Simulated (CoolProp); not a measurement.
Vapour-liquid equilibrium of n-hexane (1) + p-xylene (2) at 89.95 °C; x and y are mole fractions of (1).

Values from CoolProp's multi-fluid Helmholtz-energy mixture model, Thol 2019 and Zhou 2012; pair parameters Bell 2016.

**Question.** Give the bubble pressure and the first vapour's composition at x = 0.35, 0.5, 0.95. Is there an azeotrope?

**Answer.** x = 0.35: 0.08840 MPa, y = 0.820; x = 0.5: 0.1120 MPa, y = 0.884; x = 0.95: 0.1805 MPa, y = 0.991. No azeotrope shows between x = 0.05 and 0.95.

The pair parameters rest on a limited set of measurements; away from them the model extrapolates.
